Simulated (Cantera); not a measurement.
Feed: 1 mol Si, 0.59 mol NF3, equilibrated at 427 °C and 1330 Pa.

Method: chemical equilibrium by Gibbs-energy minimisation in Cantera with the NASA 1993 tables (ideal gas, pure condensed phases). Candidate condensed phases: Si, Si3N4; 16 gas species. Rates play no part.

### Question
What is the equilibrium state?

### Answer
- x(SiF4): 1.000
- x(SiF3): 3.02e-6
- n(Si(s)): 0.115 mol
- n(Si3N4(s)): 0.147 mol
- gas amount: 0.4425 mol
